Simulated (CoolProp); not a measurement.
A single-stage vapour-compression cycle with isobutene: evaporating at 264.15 K (dew point), condensing at 288.15 K (bubble point), superheat 5 K, subcooling 5 K, compressor efficiency 0.9, no pressure losses. Each further row changes one setting.

Values from CoolProp's reference Helmholtz-energy equation of state, Lemmon 2005. It is a short technical equation, of lower accuracy than the large ones.

```json
[
 {"case": "as stated", "cooling COP": "9.39", "pressure ratio": "2.38", "discharge temperature (K)": "297.1", "refrigerating effect (kJ/kg)": "358", "volumetric capacity (kJ/m³)": "874"},
 {"case": "evaporating temperature 269.15 K", "cooling COP": "12.3", "pressure ratio": "1.96", "discharge temperature (K)": "296.0", "refrigerating effect (kJ/kg)": "365", "volumetric capacity (kJ/m³)": "(withheld)"},
 {"case": "condensing temperature 283.15 K", "cooling COP": "12.1", "pressure ratio": "(withheld)", "discharge temperature (K)": "291.6", "refrigerating effect (kJ/kg)": "370", "volumetric capacity (kJ/m³)": "902"},
 {"case": "subcooling 10 K", "cooling COP": "(withheld)", "pressure ratio": "2.38", "discharge temperature (K)": "297.1", "refrigerating effect (kJ/kg)": "370", "volumetric capacity (kJ/m³)": "902"},
 {"case": "superheat 15 K", "cooling COP": "9.40", "pressure ratio": "2.38", "discharge temperature (K)": "307.2", "refrigerating effect (kJ/kg)": "(withheld)", "volumetric capacity (kJ/m³)": "(withheld)"},
 {"case": "compressor efficiency 0.8", "cooling COP": "8.35", "pressure ratio": "2.38", "discharge temperature (K)": "299.9", "refrigerating effect (kJ/kg)": "358", "volumetric capacity (kJ/m³)": "874"}
]
```

**Question.** What belongs in the gaps?

**Answer.** 
- evaporating temperature 269.15 K, volumetric capacity (kJ/m³): 1070
- condensing temperature 283.15 K, pressure ratio: 2.01
- subcooling 10 K, cooling COP: 9.69
- superheat 15 K, refrigerating effect (kJ/kg): 374
- superheat 15 K, volumetric capacity (kJ/m³): 875
